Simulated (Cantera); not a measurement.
What does this Cantera script print?

```python
import numpy as np
import cantera as ct

gas = ct.Solution("gri30.yaml")
gas.TPX = 1398, 2666, {'C2H6': 1, 'N2': 7.2}
reactor = ct.IdealGasConstPressureReactor(gas, energy="off", clone=False)
net = ct.ReactorNet([reactor])
net.rtol, net.atol = 1e-08, 1e-18
show = ['C2H6', 'CH3', 'C2H2', 'C2H', 'CH2', 'C2H4']
times = np.geomspace(0.0003, 3, 13)

steps = ct.SolutionArray(gas, extra=["t"])
rows = []
print(f"{'t/s':>10s}{'T/K':>9s}{'P/Pa':>11s}" + "".join(f"{s:>11s}" for s in show))
for t in times:
    while net.time < t:
        t_next = net.step()
        steps.append(gas.state, t=t_next)
    rows.append([np.interp(t, steps.t, y) for y in (steps.T, steps.P, *steps(*show).X.T)])
    print(f"{t:10.3e}{rows[-1][0]:9.1f}{rows[-1][1]:11.4g}" + "".join(f"{x:11.3e}" for x in rows[-1][2:]))
rate = np.gradient(steps.T, steps.t)
print("integrator steps:", len(steps.t))
if steps.T.max() > steps.T[0] + 200:
    print(f"time of steepest temperature rise: {steps.t[rate.argmax()]:.4e} s")
gas.TPX = 1398, 2666, {'C2H6': 1, 'N2': 7.2}
gas.equilibrate("TP")
print(f"equilibrium (TP): T = {gas.T:.1f} K  " + "  ".join(f"{s} {gas[s].X[0]:.3e}" for s in show))
```

Output:

```
       t/s      T/K       P/Pa       C2H6        CH3       C2H2        C2H        CH2       C2H4
 3.000e-04   1398.0       2666  1.207e-01  9.987e-04  8.520e-08  1.794e-13  1.890e-07  3.215e-04
 6.463e-04   1398.0       2666  1.174e-01  1.843e-03  4.883e-06  4.387e-11  6.705e-07  2.311e-03
 1.392e-03   1398.0       2666  1.064e-01  2.981e-03  1.136e-04  6.936e-10  1.390e-06  1.005e-02
 3.000e-03   1398.0       2666  8.138e-02  3.225e-03  1.109e-03  3.188e-09  1.640e-06  2.785e-02
 6.463e-03   1398.0       2666  4.335e-02  2.461e-03  5.728e-03  9.773e-09  1.336e-06  5.158e-02
 1.392e-02   1398.0       2666  1.085e-02  1.214e-03  1.853e-02  2.144e-08  6.595e-07  6.182e-02
 3.000e-02   1398.0       2666  1.313e-03  4.004e-04  3.534e-02  1.773e-08  1.249e-07  5.088e-02
 6.463e-02   1398.0       2666  1.677e-04  1.494e-04  4.741e-02  9.114e-09  2.007e-08  3.875e-02
 1.392e-01   1398.0       2666  2.665e-05  6.386e-05  5.603e-02  4.605e-09  3.829e-09  2.952e-02
 3.000e-01   1398.0       2666  6.408e-06  3.339e-05  6.318e-02  2.715e-09  1.064e-09  2.176e-02
 6.463e-01   1398.0       2666  3.370e-06  2.566e-05  7.049e-02  2.332e-09  6.326e-10  1.381e-02
 1.392e+00   1398.0       2666  3.355e-06  2.711e-05  7.820e-02  2.744e-09  7.082e-10  5.447e-03
 3.000e+00   1398.0       2666  3.679e-06  2.945e-05  8.253e-02  3.174e-09  8.420e-10  8.546e-04
integrator steps: 1230
equilibrium (TP): T = 1398.0 K  C2H6 2.442e-08  CH3 1.943e-06  C2H2 5.450e-02  C2H 3.447e-09  CH2 9.257e-11  C2H4 2.374e-04
```

Model: GRI-Mech 3.0 (53 species, 325 reactions), integrated in Cantera. GRI-Mech 3.0 stops at C3 and has no aromatics, soot or wall deposition, so with more carbon than oxygen in the feed, carbon stays in small species such as C2H2 where larger ones or solid carbon would form. Radical loss at walls, strong at low pressure, is not modelled.
